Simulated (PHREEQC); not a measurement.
**Buffer: an equilibrium model**

Solution (37 °C): 97 mmol/kgw NaH2PO4 and 55 mmol/kgw Na2CO3. Closed to the air; pH follows from the charge balance.

All values are PHREEQC results (ion-association model, wateq4f.dat), not measurements.

Precipitation was switched off in this run.

Problem. Predict the pH.

Solution. pH 6.95.

Problem. In which forms is P present?

Solution. HPO4-2 58 %, H2PO4- 36 %, NaHPO4- 6.0 % of the P.

Complexes and solids missing from the database can't appear. H3PO4, which wateq4f.dat lacks, is added to it with the constant of phreeqc.dat. Away from 25 °C the constants follow the database's enthalpies or fits; those with neither stay at their 25 °C values.
